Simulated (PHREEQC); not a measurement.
Make-up at 39 °C: 160 mmol/kgw KH2PO4, 0.035 mmol/kgw H2SO4 and 0.22 mmol/kgw H4SiO4. Closed to the air; pH follows from the charge balance.

Model: ion-association model, wateq4f.dat, run in PHREEQC.

Each row changes one thing in this solution. This is a speciation only: nothing precipitates in the calculation.

```
case                                              pH  ionic strength (mol/kgw)
----------------------------------------------  ----  ------------------------
as made                                         4.42                     0.161
H2SO4 left out                                     ?                     0.161
KH2PO4 replaced by K2SO4 at the same molality   4.93                     0.374
H4SiO4 left out                                 4.42                     0.161
H2SO4 from 3.5e-05 to 5.25e-05 mol/kgw          4.41                     0.161
H4SiO4 from 0.00022 to 0.0011 mol/kgw           4.42                     0.161
H4SiO4 from 0.00022 to 0.00033 mol/kgw          4.42                     0.161
0.015 mol/kgw CaSO4 added                       4.36                     0.191
KH2PO4 replaced by Na3PO4 at the same molality     ?                     0.879
```

Problem. Fill in the missing entries.

Solution. 
- H2SO4 left out, pH: 4.44
- KH2PO4 replaced by Na3PO4 at the same molality, pH: 11.88

The ionic strength passes 0.7 mol/kgw, the rough limit of the ion-association models, in KH2PO4 replaced by Na3PO4 at the same molality. Some of these states are supersaturated (in Quartz (slow to form), Chalcedony (slow to form), for instance). H3PO4, which wateq4f.dat lacks, is added to it with the constant of phreeqc.dat. At this temperature some constants are extrapolated from 25 °C, and those without enthalpy data are left unchanged.
